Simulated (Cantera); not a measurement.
## Catalytic combustion on Pt

An isothermal plug-flow reactor at 548 K and 3750 Torr (inlet), inlet velocity 0.39 m/s, active area per volume 330 1/m; feed H2 : O2 : N2 = 0.005 : 0.013 : 0.79 (molar parts), equivalence ratio 0.19.

Detailed kinetics in Cantera: Deutschmann's 1995 Pt surface mechanism with GRI-Mech 3.0 gas chemistry. Catalytic surfaces can have several steady states; this one follows from the mechanism file's or the stated starting coverage. Mass transfer to the wall is taken as infinitely fast.

```
z (m)        x H2    x O2    x H2O  θ free Pt   θ O*    θ OH*
-------  --------  ------  -------  ---------  -----  -------
0.00035  0.000920  0.0135  0.00528      0.106  0.857   0.0366
0.00063  0.000536  0.0133  0.00567     0.0626  0.908   0.0296
0.0011   0.000314  0.0132  0.00589     0.0369  0.940   0.0234
0.002    0.000174  0.0131  0.00603     0.0206  0.962   0.0178
0.0035   0.000100  0.0131  0.00611     0.0119  0.974   0.0136
0.0063    5.56e-5  0.0131  0.00615    0.00662  0.983   0.0103
0.011     3.19e-5  0.0131  0.00618    0.00380  0.988  0.00780
0.02      1.75e-5  0.0130  0.00619    0.00210  0.992  0.00582
0.035     9.91e-6  0.0130  0.00620    0.00122  0.994  0.00444
```
x: gas mole fraction; θ: surface coverage.
